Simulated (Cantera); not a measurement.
Input: 1 mol C₂H₄, 1.1 mol CO₂, 0.71 mol N₂, at 13300 Pa.

Method: chemical equilibrium by Gibbs-energy minimisation in Cantera with the NASA 1993 tables (ideal gas, pure condensed phases). Candidate condensed phases: C, C₆H₆, C₇H₈, C₈H₁₈, H₂O; 136 gas species. Kinetics and transport are ignored.

Over these rows the condensed part is C(graphite). Partial pressures as log10 of bar:

```json
[
 {"T (K)": "1023", "1000/T (1/K)": "0.9775", "log p HCN": "-6.62", "log p CO": "-1.24", "log p H₂": "-1.27", "log p N₂": "-1.71"},
 {"T (K)": "1073", "1000/T (1/K)": "0.9320", "log p HCN": "-6.30", "log p CO": "-1.23", "log p H₂": "-1.27", "log p N₂": "-1.71"},
 {"T (K)": "1123", "1000/T (1/K)": "0.8905", "log p HCN": "-6.01", "log p CO": "-1.23", "log p H₂": "-1.27", "log p N₂": "-1.71"},
 {"T (K)": "1173", "1000/T (1/K)": "0.8525", "log p HCN": "?", "log p CO": "-1.23", "log p H₂": "-1.27", "log p N₂": "-1.71"},
 {"T (K)": "1223", "1000/T (1/K)": "0.8177", "log p HCN": "-5.51", "log p CO": "-1.22", "log p H₂": "-1.27", "log p N₂": "-1.71"},
 {"T (K)": "1273", "1000/T (1/K)": "0.7855", "log p HCN": "-5.29", "log p CO": "-1.22", "log p H₂": "-1.27", "log p N₂": "-1.71"}
]
```

Problem. Fit log p(HCN) = a + b·(1000/T) to the five rows, give the apparent enthalpy, and predict the row at 1173 K.

Solution. Means: 1000/T = 0.8806, log p = -5.946. Sxy = -0.173950, Sxx = 0.0251300, so b = -6.92 and a = -5.946 − (-6.92)×0.8806 = 0.15.
Apparent enthalpy: −19.145 × (-6.92) = 132 kJ/mol. With the condensed phases at unit activity, C(graphite) + 1/2 H₂(g) + 1/2 N₂(g) = HCN(g) links this pressure to the main gases: over the six rows their terms move log p by +0.00 in all, so the slope is close to that reaction's ΔH°. The five rows lie within 0.01 of the line.
Prediction at 1173 K: 0.15 + (-6.92)×0.8525 = -5.75. The computed value is -5.75, 0.00 from the line.
